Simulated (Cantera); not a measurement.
Feed: 1 mol Ta2O5, 6.7 mol H2, held at 320 Pa.

These are equilibrium values from Cantera (NASA tables, ideal gas, pure condensed phases), not measurements of a reactor. Candidate condensed phases: H2O, Ta, Ta2O5; 12 gas species. Mutual solubility and eutectic melting of coexisting phases are not modelled. Condensed phases not in the tables: N, O or C dissolved in the metal. Rates play no part.

log p: log10 of the partial pressure in bar; n: condensed amount in mol.

```tsv
T (K)	log p H2	log p H	log p H2O	log p TaO2	log p TaO	n Ta(s)	n Ta2O5(s)	n Ta2O5(l)
1723	-2.50	-4.99	-5.85	-8.42	___	0.00118	0.999	0
1773	-2.50	-4.79	-5.72	-7.92	___	0.00158	0.999	0
1823	-2.50	-4.61	-5.61	-7.45	___	0.00206	0.999	0
1873	-2.50	-4.44	-5.50	-7.01	___	0.00262	0.999	0
1923	-2.50	-4.28	-5.39	-6.58	___	0.00325	0.998	0
1973	-2.51	-4.12	-5.30	-6.19	___	0.00387	0.997	0
2023	-2.51	-3.98	-5.20	-5.81	___	0.00429	0.996	0
2073	-2.52	-3.84	-5.13	-5.46	___	0.00410	0	0.993
```

Question: Some entries are withheld; supply them.

Answer: 
- 1723, log p TaO: -9.12
- 1773, log p TaO: -8.63
- 1823, log p TaO: -8.16
- 1873, log p TaO: -7.72
- 1923, log p TaO: -7.30
- 1973, log p TaO: -6.90
- 2023, log p TaO: -6.53
- 2073, log p TaO: -6.17
